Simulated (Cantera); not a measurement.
Input: 1 mol Si3N4, 8.7 mol Cl2, 0.7 mol H2, equilibrated at 1750 K and 0.133 bar.

Equilibrium computed with Cantera from the NASA thermochemical tables; the gas is ideal and each condensed phase is pure. Candidate condensed phases: NH4Cl, Si, Si3N4; 28 gas species. The tables' values for SiCl3 are old estimates; treat these amounts as uncertain. Equilibrium is a limit: real reactors are often held back by kinetics, nucleation or transport.

Problem. What is the equilibrium state?

Solution. 
| Property | Value |
|---|---|
| x(SiCl4) | 0.316 |
| x(Cl) | 0.219 |
| x(N2) | 0.212 |
| x(HCl) | 0.148 |
| x(Cl2) | 0.103 |
| x(SiCl3) | 0.00173 |
| x(SiCl2) | 1.68e-5 |
| gas amount | 9.440 mol |
| log10 activity of Si(l) (absent) | -10.59 |
